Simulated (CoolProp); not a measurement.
Methane along the isotherm 146.8 K: fugacity coefficient from the reference equation and from simpler models built on Tc = 190.6 K, pc = 4.599 MPa, ω = 0.011; each cubic takes its own stable root.

The numbers come from the reference Helmholtz-energy equation of state, Setzmann 1991 in CoolProp.

```csv
p (MPa),phase,reference
0.821,gas,0.8733
1.64,liquid,0.4840
2.46,liquid,0.3323
3.29,liquid,0.2559
4.11,liquid,0.2109
4.93,liquid,0.1810
5.75,liquid,0.1597
6.57,liquid,0.1439
7.39,liquid,0.1316
8.21,liquid,0.1219
9.03,liquid,0.1141
9.86,liquid,0.1075
10.7,liquid,0.1020
11.5,liquid,0.09752
```

Problem. How far does each simpler model (van der Waals, Soave-Redlich-Kwong, Peng-Robinson) lie from the reference over these 14 states: mean and median of the absolute difference, and the worst?

Solution. 
- van der Waals: mean 62.3 %, median 65.9 %, worst +78.9 % at 146.8 K and 11.5 MPa
- Soave-Redlich-Kwong: mean 1.6 %, median 1.7 %, worst +2.0 % at 146.8 K and 11.5 MPa
- Peng-Robinson: mean 1.7 %, median 1.6 %, worst -3.4 % at 146.8 K and 11.5 MPa
